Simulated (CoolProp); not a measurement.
Properties of carbon monoxide along the isobar 4.54 MPa (Tc = -140.3 °C, pc = 3.498 MPa, ω = 0.050).

Model: reference Helmholtz-energy equation of state, Lemmon 2006, in CoolProp. It is a short technical equation, of lower accuracy than the large ones.

```json
[
 {"T (°C)": "-186.25", "phase": "liquid", "density (kg/m³)": "781.7", "Joule-Thomson coefficient (K/MPa)": "-0.3200", "isothermal compressibility (1/MPa)": "0.003299", "expansivity (1/kK)": "5.434"},
 {"T (°C)": "-168.75", "phase": "liquid", "density (kg/m³)": "700.8", "Joule-Thomson coefficient (K/MPa)": "-0.1520", "isothermal compressibility (1/MPa)": "0.006558", "expansivity (1/kK)": "7.298"},
 {"T (°C)": "-151.25", "phase": "liquid", "density (kg/m³)": "594.6", "Joule-Thomson coefficient (K/MPa)": "0.3380", "isothermal compressibility (1/MPa)": "0.01899", "expansivity (1/kK)": "12.66"},
 {"T (°C)": "-133.75", "phase": "supercritical", "density (kg/m³)": "296.2", "Joule-Thomson coefficient (K/MPa)": "5.307", "isothermal compressibility (1/MPa)": "0.8352", "expansivity (1/kK)": "133.5"},
 {"T (°C)": "-116.25", "phase": "supercritical", "density (kg/m³)": "139.0", "Joule-Thomson coefficient (K/MPa)": "6.739", "isothermal compressibility (1/MPa)": "0.3246", "expansivity (1/kK)": "18.72"},
 {"T (°C)": "-98.85", "phase": "supercritical", "density (kg/m³)": "108.5", "Joule-Thomson coefficient (K/MPa)": "5.708", "isothermal compressibility (1/MPa)": "0.2710", "expansivity (1/kK)": "11.26"},
 {"T (°C)": "-81.35", "phase": "supercritical", "density (kg/m³)": "91.65", "Joule-Thomson coefficient (K/MPa)": "4.838", "isothermal compressibility (1/MPa)": "0.2501", "expansivity (1/kK)": "8.384"},
 {"T (°C)": "-63.85", "phase": "supercritical", "density (kg/m³)": "80.33", "Joule-Thomson coefficient (K/MPa)": "4.144", "isothermal compressibility (1/MPa)": "0.2391", "expansivity (1/kK)": "6.810"},
 {"T (°C)": "-46.35", "phase": "supercritical", "density (kg/m³)": "71.98", "Joule-Thomson coefficient (K/MPa)": "3.583", "isothermal compressibility (1/MPa)": "0.2324", "expansivity (1/kK)": "5.798"},
 {"T (°C)": "-28.85", "phase": "supercritical", "density (kg/m³)": "65.47", "Joule-Thomson coefficient (K/MPa)": "3.121", "isothermal compressibility (1/MPa)": "0.2280", "expansivity (1/kK)": "5.084"},
 {"T (°C)": "-11.35", "phase": "supercritical", "density (kg/m³)": "60.19", "Joule-Thomson coefficient (K/MPa)": "2.734", "isothermal compressibility (1/MPa)": "0.2250", "expansivity (1/kK)": "4.548"},
 {"T (°C)": "6.15", "phase": "supercritical", "density (kg/m³)": "55.80", "Joule-Thomson coefficient (K/MPa)": "2.404", "isothermal compressibility (1/MPa)": "0.2228", "expansivity (1/kK)": "4.128"},
 {"T (°C)": "23.55", "phase": "supercritical", "density (kg/m³)": "52.09", "Joule-Thomson coefficient (K/MPa)": "2.122", "isothermal compressibility (1/MPa)": "0.2212", "expansivity (1/kK)": "3.789"},
 {"T (°C)": "41.05", "phase": "supercritical", "density (kg/m³)": "48.87", "Joule-Thomson coefficient (K/MPa)": "1.875", "isothermal compressibility (1/MPa)": "0.2199", "expansivity (1/kK)": "3.507"},
 {"T (°C)": "58.55", "phase": "supercritical", "density (kg/m³)": "46.06", "Joule-Thomson coefficient (K/MPa)": "1.657", "isothermal compressibility (1/MPa)": "0.2190", "expansivity (1/kK)": "3.269"},
 {"T (°C)": "76.05", "phase": "supercritical", "density (kg/m³)": "43.58", "Joule-Thomson coefficient (K/MPa)": "1.463", "isothermal compressibility (1/MPa)": "0.2183", "expansivity (1/kK)": "3.064"}
]
```
